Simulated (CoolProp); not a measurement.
Properties of R1234ze(Z) along the isobar 1.01 bar (Tc = 423.3 K, pc = 35.31 bar, ω = 0.327).

Values from CoolProp's reference Helmholtz-energy equation of state, Akasaka 2019.

```tsv
T (K)	phase	density (kg/m³)	cv (kJ/(kg K))	fugacity coefficient
306.2	gas	4.694	0.7813	0.9650
315.7	gas	4.534	0.7972	0.9688
325.3	gas	4.384	[?]	0.9721
334.9	gas	[?]	0.8297	0.9750
344.4	gas	4.117	[?]	0.9774
354	gas	3.997	0.8620	0.9796
363.5	gas	3.884	0.8779	0.9814
373.1	gas	3.778	0.8938	0.9831
382.7	gas	3.677	0.9094	0.9846
392.2	gas	3.583	0.9245	0.9859
401.8	gas	3.493	0.9395	0.9871
411.3	gas	3.409	0.9540	0.9881
420.9	gas	3.328	0.9683	0.9890
430.4	gas	3.252	0.9821	0.9899
440	gas	3.178	0.9956	0.9907
```

Q: Fill in the missing entries.

A: 
- 325.3, cv (kJ/(kg K)): 0.8134
- 334.9, density (kg/m³): 4.245
- 344.4, cv (kJ/(kg K)): 0.8458
